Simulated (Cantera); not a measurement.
## Hydrocarbon pyrolysis for carbon deposition

An isothermal, constant-pressure homogeneous reactor starts with 45.5 % C3H8, 54.5 % H2, at 1350 K and 6400 Pa.

Detailed kinetics in Cantera: GRI-Mech 3.0 (53 species, 325 reactions). GRI-Mech 3.0 was tuned for natural gas; its chemistry of propane as a main component is partial and can be far from experiment. GRI-Mech 3.0 stops at C3 and has no aromatics, soot or wall deposition, so with more carbon than oxygen in the feed, carbon stays in small species such as C2H2 where larger ones or solid carbon would form.

```
t (s)      x C3H8   x H2     x CH2     x C2H     x CH3    x C2H4    x C2H2
--------  -------  -----  --------  --------  --------  --------  --------
2.00e-6     0.454  0.545  1.02e-11    <1e-12   5.94e-5   3.19e-6    <1e-12
6.75e-6     0.454  0.545  4.18e-10    <1e-12  0.000213   5.15e-5  3.50e-11
2.28e-5     0.453  0.545   1.89e-8    <1e-12  0.000870  0.000629   7.36e-9
7.70e-5     0.444  0.542   4.03e-7    <1e-12   0.00334   0.00580   1.32e-6
0.000260    0.396  0.528   9.52e-7  7.87e-12   0.00601    0.0376   8.76e-5
0.000877    0.258  0.488   7.55e-7  1.68e-10   0.00506     0.131   0.00153
0.00296    0.0643  0.437   3.09e-7   1.84e-9   0.00257     0.256    0.0126
0.0100    0.00221  0.440   2.92e-8   3.20e-9  0.000530     0.265    0.0450
0.0338    2.35e-5  0.459   2.64e-9   1.54e-9  0.000140     0.229    0.0751
0.114     4.83e-7  0.478  5.80e-10   1.01e-9   6.25e-5     0.187     0.107
0.385     1.98e-7  0.507  3.31e-10   1.13e-9   4.58e-5     0.122     0.156
1.30      5.50e-8  0.542  2.14e-10   1.31e-9   3.57e-5    0.0427     0.216
4.39      1.58e-8  0.556  1.57e-10   1.26e-9   3.01e-5    0.0138     0.238
14.8      1.49e-8  0.562  1.55e-10   1.29e-9   2.93e-5    0.0132     0.240
50.0      1.47e-8  0.579  1.55e-10   1.39e-9   2.76e-5    0.0137     0.244
```
x: mole fraction; the columns are a selection and need not sum to one.

Equilibrium at this temperature and pressure: C3H8 1.32e-8, H2 0.640, CH2 1.59e-10, C2H 2.05e-9, CH3 2.01e-5, C2H4 0.0158, C2H2 0.259 (gas phase only).
